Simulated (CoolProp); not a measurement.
Saturated liquid density (kg/m³) of R22: the reference equation beside estimates from Tc = 369.3 K, pc = 4990 kPa, ω = 0.221. Rackett uses Z = 0.29056 − 0.08775 ω.

Model: reference Helmholtz-energy equation of state, Kamei 1995, in CoolProp.

| T (K) | reference | Rackett | van der Waals | Redlich-Kwong | Soave-Redlich-Kwong | Peng-Robinson |
|---|---|---|---|---|---|---|
| 281.8 | 1251 | 1230 | [?] | 1079 | [?] | 1272 |
| 289.8 | 1222 | 1202 | 737.3 | 1047 | 1090 | 1237 |
| 297.8 | 1192 | 1172 | 718.6 | 1013 | 1056 | 1199 |
| 305.8 | 1160 | 1141 | 698.7 | 977.4 | 1020 | 1158 |
| 313.7 | 1126 | 1108 | 677.7 | 939.6 | [?] | [?] |
| 321.7 | 1089 | 1072 | 654.9 | 898.4 | 939.1 | 1065 |
| 329.7 | 1049 | 1033 | 629.9 | [?] | [?] | 1011 |
| 337.7 | [?] | 989.1 | 602.2 | 804.4 | 840.2 | 950.3 |

Problem. Complete the blanks.

Solution. 
- 281.8, van der Waals: 755.1
- 281.8, Soave-Redlich-Kwong: 1121
- 313.7, Soave-Redlich-Kwong: 981.6
- 313.7, Peng-Robinson: 1114
- 329.7, Redlich-Kwong: 853.7
- 329.7, Soave-Redlich-Kwong: 892.4
- 337.7, reference: 1004

Absolute difference from the reference over all 8 rows, mean and median: Rackett 1.6 and 1.6 %, van der Waals 39.8 and 39.8 %, Redlich-Kwong 16.4 and 16.1 %, Soave-Redlich-Kwong 12.8 and 12.4 %, Peng-Robinson 2.0 and 1.5 %.
